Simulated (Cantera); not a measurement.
An isothermal, constant-pressure homogeneous reactor starts with 41.3 % H₂, 21.7 % O₂, 37.0 % N₂, equivalence ratio 0.95, at 850 K and 0.360 bar.

Computed with Cantera and the H2/O2 subset of GRI-Mech 3.0, which has no nitrogen chemistry. Below about 950 K walls govern HO2 and H2O2 in real vessels. The temperature is held fixed by assumption; the heat of reaction is taken as removed at once.

Question: Predict: x(H₂) at 10.0 s; x(O₂) at 10.0 s; x(OH) at 10.0 s; x(H₂O₂) at 10.0 s; x(H₂O) at 10.0 s.

Answer: x(H₂) at 10.0 s: 0.332 (gas-phase equilibrium 3.42e-12)
x(O₂) at 10.0 s: 0.177 (gas-phase equilibrium 0.0137)
x(OH) at 10.0 s: 5.89e-9 (gas-phase equilibrium 5.47e-9)
x(H₂O₂) at 10.0 s: 0.00117 (gas-phase equilibrium 1.08e-11)
x(H₂O) at 10.0 s: 0.101 (gas-phase equilibrium 0.521)
